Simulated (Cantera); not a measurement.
Input (Python, Cantera) and output of one run.

```python
import numpy as np
import cantera as ct

gas_names = """
    B BN BO BO2 B2 B2O B2O2 B2O3 N NO NO2 NO3 N2 N2O O O2 O3
""".split()
cond_names = """
    B(b) B(L) BN(s) B2O3(L)
""".split()


# ... load() reads the species with a 1 bar reference pressure and builds the phases ...
atoms = {
    'BN': {'B': 1, 'N': 1},
    'O2': {'O': 2},
}
top_T = {'BN(s)': 3200}  # K; cautious upper limits of use, not melting points


# ... equilibrate(T, P, feed) seeds the gas with the atoms and calls Mixture.equilibrate('TP', solver="vcs", rtol=1e-11, max_steps=5000) ...
results = []
feed = {'BN': 1, 'O2': 0.52}  # mol
for P in [1, 5.2, 27, 140, 720, 3700, 19000, 100000]:
    for T in [1700, 1725, 1750, 1775, 1800, 1825, 1850, 1875, 1900, 1925]:
        mix = equilibrate(T, P, feed)
        results.append((T, P, feed, dict(zip(mix.species_names, mix.species_moles))))

for T, P, feed, n in results:
    print(f"{T:7g} {P:10.4g}  " + (" + ".join(c for c in cond_names if n.get(c, 0) > 1e-12) or "gas only"))
```

It prints:

```
   1700          1  gas only
   1725          1  gas only
   1750          1  gas only
   1775          1  gas only
   1800          1  gas only
   1825          1  gas only
   1850          1  gas only
   1875          1  gas only
   1900          1  gas only
   1925          1  gas only
   1700        5.2  BN(s)
   1725        5.2  gas only
   1750        5.2  gas only
   1775        5.2  gas only
   1800        5.2  gas only
   1825        5.2  gas only
   1850        5.2  gas only
   1875        5.2  gas only
   1900        5.2  gas only
   1925        5.2  gas only
   1700         27  BN(s)
   1725         27  BN(s)
   1750         27  BN(s)
   1775         27  BN(s)
   1800         27  BN(s)
   1825         27  BN(s)
   1850         27  gas only
   1875         27  gas only
   1900         27  gas only
   1925         27  gas only
   1700        140  BN(s)
   1725        140  BN(s)
   1750        140  BN(s)
   1775        140  BN(s)
   1800        140  BN(s)
   1825        140  BN(s)
   1850        140  BN(s)
   1875        140  BN(s)
   1900        140  BN(s)
   1925        140  BN(s)
   1700        720  BN(s) + B2O3(L)
   1725        720  BN(s) + B2O3(L)
   1750        720  BN(s) + B2O3(L)
   1775        720  BN(s) + B2O3(L)
   1800        720  BN(s)
   1825        720  BN(s)
   1850        720  BN(s)
   1875        720  BN(s)
   1900        720  BN(s)
   1925        720  BN(s)
   1700       3700  BN(s) + B2O3(L)
   1725       3700  BN(s) + B2O3(L)
   1750       3700  BN(s) + B2O3(L)
   1775       3700  BN(s) + B2O3(L)
   1800       3700  BN(s) + B2O3(L)
   1825       3700  BN(s) + B2O3(L)
   1850       3700  BN(s) + B2O3(L)
   1875       3700  BN(s) + B2O3(L)
   1900       3700  BN(s) + B2O3(L)
   1925       3700  BN(s)
   1700    1.9e+04  BN(s) + B2O3(L)
   1725    1.9e+04  BN(s) + B2O3(L)
   1750    1.9e+04  BN(s) + B2O3(L)
   1775    1.9e+04  BN(s) + B2O3(L)
   1800    1.9e+04  BN(s) + B2O3(L)
   1825    1.9e+04  BN(s) + B2O3(L)
   1850    1.9e+04  BN(s) + B2O3(L)
   1875    1.9e+04  BN(s) + B2O3(L)
   1900    1.9e+04  BN(s) + B2O3(L)
   1925    1.9e+04  BN(s) + B2O3(L)
   1700      1e+05  BN(s) + B2O3(L)
   1725      1e+05  BN(s) + B2O3(L)
   1750      1e+05  BN(s) + B2O3(L)
   1775      1e+05  BN(s) + B2O3(L)
   1800      1e+05  BN(s) + B2O3(L)
   1825      1e+05  BN(s) + B2O3(L)
   1850      1e+05  BN(s) + B2O3(L)
   1875      1e+05  BN(s) + B2O3(L)
   1900      1e+05  BN(s) + B2O3(L)
   1925      1e+05  BN(s) + B2O3(L)
```

Cantera equilibrium calculation (NASA polynomials, part measured and part estimated; ideal gas, pure solids and liquids). Mutual solubility and eutectic melting of coexisting phases are not modelled.
